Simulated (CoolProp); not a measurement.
Properties of sulfur hexafluoride at several states.

The numbers come from the reference Helmholtz-energy equation of state, Guder 2009 in CoolProp.

| T (K) | p (MPa) | phase | density (kg/m³) | viscosity (µPa s) | Prandtl number | fugacity coefficient |
|---|---|---|---|---|---|---|
| 254.1 | 0.324 | gas | 23.93 | 13.2 | 0.832 | 0.9400 |
| 368 | 0.0112 | gas | 0.5350 | 18.3 | 0.768 | 0.9994 |
| 508.2 | 1.71 | gas | 60.62 | 24.7 | 0.740 | 0.9748 |
| 431.5 | 20.9 | supercritical | 1006 | 71.2 | 1.39 | 0.6306 |
| 410.7 | 0.0668 | gas | 2.864 | 20.2 | 0.764 | 0.9975 |

Viscosity comes from a separate model (Quiñones-Cisneros 2012). Thermal conductivity comes from a separate model (Assael 2012).
